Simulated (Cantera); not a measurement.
A perfectly stirred reactor is fed with 3.61 % C3H8, 20.3 % O2, 76.1 % N2, equivalence ratio 0.89, at 15.8 atm; it is adiabatic with a 648 K inlet, and is followed from long to short residence time, starting on the burning branch (τ in s: 0.25, 0.098, 0.039, 0.015, 0.006, 0.0024, 0.00094, 0.00037, 0.00015, 5.8e-05).

Cantera simulation using GRI-Mech 3.0 (53 species, 325 reactions); the numbers are that mechanism's predictions, not measurements. GRI-Mech 3.0 was tuned for natural gas; its chemistry of propane as a main component is partial and can be far from experiment. The pressure lies above the range GRI-Mech 3.0 was tuned for (to about 10 atm).

**Question.** Predict: blow-out, bracketed by the residence times tried; x(C3H8) at τ = 0.250 s; x(O2) at τ = 0.250 s; x(HCN) at τ = 0.250 s; x(H2) at τ = 0.250 s; x(HCO) at τ = 0.250 s; x(C3H8) at τ = 2.40 ms; x(O2) at τ = 2.40 ms; x(HCN) at τ = 2.40 ms; x(H2) at τ = 2.40 ms; x(HCO) at τ = 2.40 ms.

**Answer.** 
| Quantity | Result |
|---|---|
| blow-out, bracketed by the residence times tried | burning at 58.0 µs, the shortest tried |
| x(C3H8) at τ = 0.250 s | 5.57e-9 |
| x(O2) at τ = 0.250 s | 0.0202 |
| x(HCN) at τ = 0.250 s | 2.00e-8 |
| x(H2) at τ = 0.250 s | 0.000958 |
| x(HCO) at τ = 0.250 s | 1.92e-9 |
| x(C3H8) at τ = 2.40 ms | 5.39e-7 |
| x(O2) at τ = 2.40 ms | 0.0226 |
| x(HCN) at τ = 2.40 ms | 5.72e-7 |
| x(H2) at τ = 2.40 ms | 0.00111 |
| x(HCO) at τ = 2.40 ms | 5.16e-8 |
